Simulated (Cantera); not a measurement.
Adiabatic ignition

An adiabatic, constant-pressure homogeneous reactor starts with CO : H₂ : O₂ : N₂ = 0.73 : 0.29 : 0.358 : 1.35 (molar parts), equivalence ratio 1.4, at 1625 K and 18.8 atm.

Computed with Cantera and GRI-Mech 3.0 (53 species, 325 reactions). The hydrogen kinetics of GRI-Mech 3.0 are dated; newer H2 mechanisms differ, most at raised pressure. The pressure lies above the range GRI-Mech 3.0 was tuned for (to about 10 atm). Above 3000 K some thermodynamic fits are extrapolated.

| t (s) | T (K) | x CO | x H₂ | x O₂ | x OH | x NO |
|---|---|---|---|---|---|---|
| 7.00e-6 | 3112 | 0.151 | 0.0127 | 0.0140 | 0.0163 | 0.00148 |
| 2.09e-5 | 3115 | 0.151 | 0.0127 | 0.0127 | 0.0156 | 0.00434 |
| 6.26e-5 | 3104 | 0.152 | 0.0129 | 0.0115 | 0.0149 | 0.00863 |
| 0.000187 | 3100 | 0.152 | 0.0130 | 0.0110 | 0.0147 | 0.0102 |
| 0.000560 | 3100 | 0.152 | 0.0130 | 0.0110 | 0.0147 | 0.0103 |
| 0.00167 | 3100 | 0.152 | 0.0130 | 0.0110 | 0.0147 | 0.0103 |
| 0.00500 | 3100 | 0.152 | 0.0130 | 0.0110 | 0.0147 | 0.0103 |
| 0.0150 | 3100 | 0.152 | 0.0130 | 0.0110 | 0.0147 | 0.0103 |
| 0.0447 | 3100 | 0.152 | 0.0130 | 0.0110 | 0.0147 | 0.0103 |
| 0.134 | 3100 | 0.152 | 0.0130 | 0.0110 | 0.0147 | 0.0103 |
| 0.400 | 3100 | 0.152 | 0.0130 | 0.0110 | 0.0147 | 0.0103 |
x: mole fraction; the columns are a selection and need not sum to one.

| Quantity | Result |
|---|---|
| time of steepest temperature rise | 0.804 µs |
| temperature at 0.400 s | 3100 K |
| equilibrium temperature | 3100 K |
| x(CO) at 0.400 s | 0.152 (gas-phase equilibrium 0.152) |
| x(H₂) at 0.400 s | 0.0130 (gas-phase equilibrium 0.0130) |
| x(O₂) at 0.400 s | 0.0110 (gas-phase equilibrium 0.0110) |
